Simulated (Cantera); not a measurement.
Input: 1 mol TiO₂, 0.51 mol MgO, 0.63 mol O₂, equilibrated at 1025 °C and 500 Pa.

These are equilibrium values from Cantera (NASA tables, ideal gas, pure condensed phases), not measurements of a reactor. Candidate condensed phases: Mg, MgO, MgTiO₃, MgTi₂O₅, Mg₂TiO₄, Ti, TiO, TiO₂, Ti₂O₃, Ti₃O₅, Ti₄O₇; 9 gas species. Mutual solubility and eutectic melting of coexisting phases are not modelled. Condensed phases not in the tables: alloys, solid solutions and most ternary compounds. Rates play no part.

Q: What is the equilibrium state?

A: 
```
Quantity                                   Result
-------------------------------------  ----------
x(O₂)                                       1.000
x(O)                                      2.42e-6
n(MgTiO₃(s))                           0.0200 mol
n(MgTi₂O₅(s))                           0.490 mol
gas amount                             0.6300 mol
log10 activity of Mg₂TiO₄(s) (absent)       -0.51
log10 activity of Ti₄O₇(s) (absent)         -9.11
log10 activity of Ti₃O₅(s) (absent)         -9.12
```
